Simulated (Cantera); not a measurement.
## Fe₂O₃ + H₂ + N₂ (hydrogen reduction and annealing atmospheres)

Feed: 1 mol Fe₂O₃, 0.48 mol H₂, 1.3 mol N₂, equilibrated at 0.000550 bar.

Method: chemical equilibrium by Gibbs-energy minimisation in Cantera with the NASA 1993 tables (ideal gas, pure condensed phases). Candidate condensed phases: Fe, FeO, Fe(OH)₂, Fe(OH)₃, Fe₂O₃, Fe₃O₄, H₂O; 27 gas species. Mutual solubility and eutectic melting of coexisting phases are not modelled. The tables' stoichiometric FeO is somewhat more stable than real wüstite, so its field is too wide. FeO: taken at fixed stoichiometry. The numbers say what is thermodynamically allowed, not how fast it happens.

| T (K) | x N₂ | x H₂O | x H₂ | x O₂ | x OH | x NO | n FeO(s) | n Fe₃O₄(s) | n FeO(l) |
|---|---|---|---|---|---|---|---|---|---|
| 975 | 0.730 | 0.247 | 0.0227 | <1e-12 | 1.45e-10 | <1e-12 | 0.319 | 0.560 | 0 |
| 1050 | 0.730 | 0.253 | 0.0167 | <1e-12 | 2.16e-9 | 2.60e-11 | 0.351 | 0.550 | 0 |
| 1125 | 0.730 | 0.257 | 0.0129 | 4.22e-12 | 2.24e-8 | 4.58e-10 | 0.371 | 0.543 | 0 |
| 1200 | 0.730 | 0.259 | 0.0102 | 1.88e-10 | 1.72e-7 | 5.64e-9 | 0.385 | 0.538 | 0 |
| 1275 | 0.730 | 0.261 | 0.00838 | 5.38e-9 | 1.04e-6 | 5.17e-8 | 0.395 | 0.535 | 0 |
| 1350 | 0.730 | 0.263 | 0.00701 | 1.06e-7 | 5.17e-6 | 3.71e-7 | 0.403 | 0.532 | 0 |
| 1425 | 0.730 | 0.264 | 0.00598 | 1.53e-6 | 2.17e-5 | 2.16e-6 | 0.408 | 0.531 | 0 |
| 1500 | 0.730 | 0.264 | 0.00516 | 1.71e-5 | 7.89e-5 | 1.06e-5 | 0.413 | 0.529 | 0 |
| 1575 | 0.730 | 0.265 | 0.00452 | 0.000151 | 0.000254 | 4.48e-5 | 0.418 | 0.527 | 0 |
| 1650 | 0.729 | 0.265 | 0.00398 | 0.00111 | 0.000734 | 0.000166 | 0 | 0.522 | 0.433 |
| 1725 | 0.721 | 0.262 | 0.00279 | 0.0108 | 0.00216 | 0.000692 | 0 | 0.483 | 0.551 |
x: gas mole fraction; n: condensed amount in mol.

From 975 K to 1575 K the condensed part is FeO(s) + Fe₃O₄(s). From 1650 K to 1725 K the condensed part is FeO(l) + Fe₃O₄(s).
